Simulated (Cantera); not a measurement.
# Adiabatic ignition

An adiabatic, constant-pressure homogeneous reactor starts with 34.7 % CO, 3.22 % H2, 11.1 % O2, 42.0 % N2, 9.02 % H2O, equivalence ratio 1.7, at 1275 K and 100000 Pa.

Model: GRI-Mech 3.0 (53 species, 325 reactions), integrated in Cantera.

```
t (s)     T (K)   x CO    x H2     x O2   x H2O    x HO2     x OH
--------  -----  -----  ------  -------  ------  -------  -------
2.00e-6    1275  0.347  0.0322    0.111  0.0902  2.18e-9  1.80e-9
4.85e-6    1275  0.347  0.0322    0.111  0.0902  7.72e-9  7.06e-9
1.18e-5    1275  0.347  0.0322    0.111  0.0902  5.42e-8  4.26e-8
2.85e-5    1275  0.347  0.0322    0.111  0.0902  1.78e-6  1.28e-6
6.91e-5    1357  0.333  0.0187   0.0962  0.0986  5.98e-5  0.00229
0.000168   2193  0.200  0.0203   0.0233  0.0903  4.64e-6   0.0148
0.000406   2501  0.188  0.0167   0.0137   0.105  2.33e-6   0.0132
0.000985   2633  0.180  0.0151  0.00849   0.111  1.91e-6   0.0108
0.00239    2646  0.179  0.0150  0.00761   0.112  1.80e-6   0.0103
0.00579    2642  0.180  0.0151  0.00724   0.112  1.72e-6   0.0101
0.0140     2639  0.180  0.0152  0.00702   0.112  1.67e-6  0.00991
0.0340     2639  0.180  0.0152  0.00700   0.112  1.66e-6  0.00989
0.0825     2639  0.180  0.0152  0.00700   0.112  1.66e-6  0.00989
0.200      2639  0.180  0.0152  0.00700   0.112  1.66e-6  0.00989
```
x: mole fraction; the columns are a selection and need not sum to one.

| Quantity | Result |
|---|---|
| time of steepest temperature rise | 83.8 µs |
| temperature at 0.200 s | 2639 K |
| equilibrium temperature | 2639 K |
| x(CO) at 0.200 s | 0.180 (gas-phase equilibrium 0.180) |
| x(H2) at 0.200 s | 0.0152 (gas-phase equilibrium 0.0152) |
| x(O2) at 0.200 s | 0.00700 (gas-phase equilibrium 0.00700) |
